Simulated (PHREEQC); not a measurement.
A solution holds 0.25 mol/kgw NaOH and 0.00041 mol/kgw HCl, at 20 °C. Closed to the air; pH follows from the charge balance.

Computed with PHREEQC (ion-association model, phreeqc.dat).

Precipitation was switched off in this run.

Task: What pH, activity of water does the model give?

Result: pH 13.40; activity of water 0.992.
